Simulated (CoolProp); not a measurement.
The fluid at 445 K and 0.148 MPa flows at 0.096 m/s in a round tube of 50 mm bore and 45 µm roughness, fully developed (64/Re and Nu = 3.66 if laminar; Colebrook and Gnielinski if turbulent). The same conditions are run with several fluids, on thermodynamics alone (safety and materials aside).

Computed with CoolProp (reference Helmholtz-energy equation of state of each fluid (R13: Platzer 1990; CF4 (R14): Platzer 1990; nitrogen: Span 2000; n-butane: Bücker 2006)). The equations of Platzer and Polt are older, rougher fits.

| fluid | Reynolds number | Darcy friction factor | pressure drop (Pa/m) | heat-transfer coefficient (W/(m² K)) | mass flow (kg/h) |
|---|---|---|---|---|---|
| R13 | 985 | 0.0650 | 0.0251 | 1.63 | 2.84 |
| CF4 (R14) | 705 | 0.0907 | 0.0295 | 2.04 | 2.39 |
| nitrogen | 224 | 0.286 | 0.0295 | 2.61 | 0.760 |
| n-butane | 1030 | 0.0622 | 0.0135 | 2.53 | 1.60 |

Transport values come from each fluid's own correlations; those of R13, CF4 (R14) are estimates that may be off by 10 % or more.
